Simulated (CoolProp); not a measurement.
Aqueous ethanol as a coolant, at 19 °C, 1 atm.

Model: Melinder's fits for secondary coolants, in CoolProp.

```
mass %  freezing point (°C)  density (kg/m³)  conductivity (W/(m K))  viscosity (mPa s)  Prandtl number
------  -------------------  ---------------  ----------------------  -----------------  --------------
1.5                    -0.6                …                       …               1.09            7.81
5.4                       …            988.7                   0.558               1.29            9.86
9.2                    -4.0            983.2                       …               1.53            12.3
13                     -6.1                …                   0.508               1.78            15.1
16.8                      …            973.5                   0.484               2.03            18.2
20.6                  -11.6            968.6                   0.462               2.28            21.4
24.4                  -14.9                …                   0.440               2.51            24.4
28.2                  -18.4            957.5                   0.420               2.69            27.2
32                    -22.1            951.2                   0.400               2.83            29.6
35.8                  -25.7            944.3                   0.381               2.93            31.6
39.7                  -29.3            936.7                   0.362               2.99            33.2
43.5                  -32.5                …                   0.345               3.00            34.4
```

**Question.** Fill in the missing entries.

**Answer.** 
- 1.5, density (kg/m³): 995.4
- 1.5, conductivity (W/(m K)): 0.585
- 5.4, freezing point (°C): -2.2
- 9.2, conductivity (W/(m K)): 0.533
- 13, density (kg/m³): 978.2
- 16.8, freezing point (°C): -8.7
- 24.4, density (kg/m³): 963.3
- 43.5, density (kg/m³): 928.7
